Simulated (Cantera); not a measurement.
Charge: 1 mol Al(CH₃)₃, 4.3 mol H₂O, 610 mol N₂, at 55.0 mbar.

Method: chemical equilibrium by Gibbs-energy minimisation in Cantera with the NASA 1993 tables (ideal gas, pure condensed phases). Candidate condensed phases: Al, AlN, Al₂O₃, C, C₆H₆, C₇H₈, C₈H₁₈, H₂O; 148 gas species. The feed counts by its element totals alone. Mutual solubility and eutectic melting of coexisting phases are not modelled. The numbers say what is thermodynamically allowed, not how fast it happens.

log p: log10 of the partial pressure in bar; n: condensed amount in mol.

| T (K) | log p N₂ | log p H₂ | log p CO | log p HCN | log p H₂O | log p CO₂ | n Al₂O₃(s) | n C(graphite) | n AlN(s) |
|---|---|---|---|---|---|---|---|---|---|
| 875 | -1.27 | -3.11 | -3.61 | -8.47 | -6.11 | -6.19 | 0.500 | 0.213 | 0 |
| 950 | -1.27 | -3.11 | -3.61 | -7.84 | -6.75 | -6.99 | 0.500 | 0.202 | 0 |
| 1025 | -1.27 | -3.11 | -3.61 | -7.30 | -7.29 | -7.68 | 0.500 | 0.200 | 0 |
| 1100 | -1.27 | -3.11 | -3.61 | -6.84 | -7.76 | -8.27 | 0.500 | 0.198 | 0 |
| 1175 | -1.27 | -3.11 | -3.61 | (withheld) | (withheld) | (withheld) | 0.500 | 0.196 | 0 |
| 1250 | -1.27 | -3.11 | -3.61 | -6.09 | -8.54 | -9.23 | 0.500 | 0.191 | 0 |
| 1325 | -1.27 | -3.11 | -3.58 | (withheld) | -8.57 | (withheld) | 0.437 | 0 | 0.126 |
| 1400 | -1.27 | -3.11 | -3.58 | -6.23 | -8.37 | -9.18 | 0.436 | 0 | 0.129 |

What belongs in the gaps?


- 1175, log p HCN: -6.44
- 1175, log p H₂O: -8.17
- 1175, log p CO₂: -8.78
- 1325, log p HCN: -6.03
- 1325, log p CO₂: -9.31
